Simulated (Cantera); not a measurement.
A perfectly stirred reactor is fed with 4.70 % CH4, 20.0 % O2, 75.3 % N2, equivalence ratio 0.47, at 10.0 bar; it is adiabatic with a 600 K inlet, and is followed from long to short residence time, starting on the burning branch (τ in s: 0.2, 0.089, 0.039, 0.017, 0.0074, 0.0032, 0.0014, 0.00061, 0.00026, 0.00012, 5e-05, 2.2e-05, 9.5e-06).

Model: GRI-Mech 3.0 (53 species, 325 reactions), integrated in Cantera.

**Question.** Predict: blow-out, bracketed by the residence times tried; x(CH4) at τ = 0.200 s; x(O2) at τ = 0.200 s; x(CH2CO) at τ = 0.200 s; x(H2O) at τ = 0.200 s; x(CH4) at τ = 1.40 ms; x(O2) at τ = 1.40 ms; x(CH2CO) at τ = 1.40 ms; x(H2O) at τ = 1.40 ms.

**Answer.** 
- blow-out, bracketed by the residence times tried = burning at 0.610 ms, out at 0.260 ms
- x(CH4) at τ = 0.200 s = 4.43e-6
- x(O2) at τ = 0.200 s = 0.106
- x(CH2CO) at τ = 0.200 s = 1.15e-9
- x(H2O) at τ = 0.200 s = 0.0940
- x(CH4) at τ = 1.40 ms = 0.000249
- x(O2) at τ = 1.40 ms = 0.108
- x(CH2CO) at τ = 1.40 ms = 1.47e-6
- x(H2O) at τ = 1.40 ms = 0.0930
